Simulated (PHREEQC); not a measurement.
PHREEQC input (ion-association model, phreeqc.dat):

```
SOLUTION_MASTER_SPECIES
  Amm  AmmH+  0  AmmH  17.031  # ammonia with no redox link, constants of NH4+
SOLUTION_SPECIES
  AmmH+ = AmmH+
    -log_k 0
    -gamma 2.5 0
    -dw 1.98e-9
  AmmH+ = Amm + H+
    -log_k -9.252
    -delta_h 12.48 kcal
    -analytic 0.6322 -0.001225 -2835.76
    -dw 2.28e-9
  AmmH+ + SO4-2 = AmmHSO4-
    -log_k 1.11
PHASES
  Amm(g)
    Amm = Amm
    -log_k 1.7966
    -analytic -18.758 3.3670e-4 2.5113e3 4.8619 39.192
    -T_c 405.6
    -P_c 111.3
    -Omega 0.25
EXCHANGE_SPECIES
  AmmH+ + X- = AmmHX
    -log_k 0.6
    -gamma 2.5 0
    -delta_h -2.4
SOLUTION 1
  temp 35
  units mol/kgw
  pH 7 charge
  Cl 0.0065
  Na 0.0065
END
SELECTED_OUTPUT 1
  -reset false
  -pH true
  -pe true
  -ionic_strength true
  -water true
  -totals Amm Ca Cl F Na S S(-2) S(6)
  -molalities H+ Ca+2 Na+ Cl- SO4-2 F- OH- O2 HSO4- S-2
    HS- H2S HF HF2- CaOH+ CaSO4 CaHSO4+ NaOH NaSO4- NaF
    AmmH+ Amm
  -equilibrium_phases Fluorite Halite
PRINT
  -reset false
USE solution 1
REACTION 1
  AmmHHS 1
  0 0.005 0.01 0.015 0.02 0.025 0.03 0.035 0.04 0.045 0.05 0.055 0.06 moles
EQUILIBRIUM_PHASES 1
  Fluorite 0 0.1
  Halite 0 0
END
```

Selected output (columns that matter, 13 of 13 rows; NH4HS added (mol) added in front):

```
NH4HS added (mol)	pH	mu	Amm	Ca	F	S	m_H+	m_Ca+2	m_F-	m_OH-	m_HS-	m_H2S	Fluorite
0	6.9555	0.0072187	0	0.00024003	0.00048006	0	1.2015e-07	0.00024003	0.00047848	2.0699e-07	0	0	0.09976
0.005	7.8852	0.011895	0.005	0.00025065	0.0005013	0.005	1.4374e-08	0.00025065	0.0004998	1.8016e-06	0.0046422	0.00035764	0.099749
0.01	7.886	0.016577	0.01	0.00025916	0.00051832	0.01	1.4532e-08	0.00025916	0.00051683	1.8379e-06	0.0092984	0.00070132	0.099741
0.015	7.8865	0.021265	0.015	0.00026641	0.00053282	0.015	1.4667e-08	0.00026641	0.00053133	1.8678e-06	0.013964	0.0010351	0.099734
0.02	7.8868	0.025959	0.02	0.00027279	0.00054558	0.02	1.4782e-08	0.00027279	0.0005441	1.8938e-06	0.018639	0.0013609	0.099727
0.025	7.8871	0.030658	0.025	0.00027853	0.00055706	0.025	1.4882e-08	0.00027853	0.00055558	1.9171e-06	0.023319	0.0016799	0.099721
0.03	7.8874	0.035361	0.03	0.00028377	0.00056754	0.03	1.497e-08	0.00028377	0.00056607	1.9385e-06	0.028006	0.0019928	0.099716
0.035	7.8877	0.040068	0.035	0.00028861	0.00057722	0.035	1.5048e-08	0.00028861	0.00057574	1.9581e-06	0.032699	0.0023004	0.099711
0.04	7.8879	0.044779	0.04	0.00029311	0.00058623	0.04	1.5119e-08	0.00029311	0.00058475	1.9765e-06	0.037396	0.0026032	0.099707
0.045	7.8882	0.049494	0.045	0.00029733	0.00059467	0.045	1.5183e-08	0.00029733	0.0005932	1.9937e-06	0.042097	0.0029015	0.099703
0.05	7.8884	0.054212	0.05	0.00030131	0.00060262	0.05	1.5242e-08	0.00030131	0.00060115	2.01e-06	0.046803	0.0031957	0.099699
0.055	7.8886	0.058933	0.055	0.00030507	0.00061014	0.055	1.5297e-08	0.00030507	0.00060868	2.0254e-06	0.051512	0.0034861	0.099695
0.06	7.8888	0.063658	0.06	0.00030865	0.00061729	0.06	1.5347e-08	0.00030864	0.00061583	2.0401e-06	0.056225	0.0037729	0.099691
```
